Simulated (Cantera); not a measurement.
A perfectly stirred reactor is fed with H2 : O2 : N2 = 0.51 : 1 : 1.4 (molar parts), at 13300 Pa; it is held at 1423 K, and followed from long to short residence time.

Model: GRI-Mech 3.0 (53 species, 325 reactions), integrated in Cantera. The temperature is held fixed by assumption; the heat of reaction is taken as removed at once.

**Question.** Predict: x(H2) at τ = 0.440 s; x(O2) at τ = 0.440 s; x(NO2) at τ = 0.440 s; x(NO) at τ = 0.440 s; x(HO2) at τ = 0.440 s; x(H2) at τ = 12.0 ms; x(O2) at τ = 12.0 ms; x(NO) at τ = 12.0 ms; x(HO2) at τ = 12.0 ms.

**Answer.** 
```json
{
  "x(H2) at τ = 0.440 s": "0.000215",
  "x(O2) at τ = 0.440 s": "0.280",
  "x(NO2) at τ = 0.440 s": "1.40e-9",
  "x(NO) at τ = 0.440 s": "1.02e-6",
  "x(HO2) at τ = 0.440 s": "3.54e-6",
  "x(H2) at τ = 12.0 ms": "0.00220",
  "x(O2) at τ = 12.0 ms": "0.277",
  "x(NO) at τ = 12.0 ms": "1.81e-6",
  "x(HO2) at τ = 12.0 ms": "1.55e-5"
}
```
